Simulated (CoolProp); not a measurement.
A closed Brayton cycle with dry air: compressor inlet 310.15 K and 4.7 MPa, high pressure 8.8 MPa, turbine inlet 895 K, compressor efficiency 0.89, turbine efficiency 0.85, recuperator effectiveness 0.95 (on enthalpy, no pinch check). Each further row changes one setting.

Model: reference Helmholtz-energy equation of state, Lemmon 2000, in CoolProp. It is a pseudo-pure fit of the blend.

```tsv
case	thermal efficiency (%)	net work (kJ/kg)	compressor to turbine work	compressor exit (K)	turbine exit (K)
as stated	?	60.1	0.54	379.5	780.7
turbine inlet 845 K	?	52.8	0.57	379.5	736.1
compressor inlet 320.15 K	37.4	57.6	?	391.6	780.7
high pressure 7.48 MPa	38.1	47.7	0.51	360.3	?
recuperator effectiveness 0.5	?	60.1	0.54	379.5	780.7
```

Q: Fill in the missing entries.

A: 
- as stated, thermal efficiency (%): 38.7
- turbine inlet 845 K, thermal efficiency (%): 36.3
- compressor inlet 320.15 K, compressor to turbine work: 0.55
- high pressure 7.48 MPa, turbine exit (K): 808.8
- recuperator effectiveness 0.5, thermal efficiency (%): 17.3
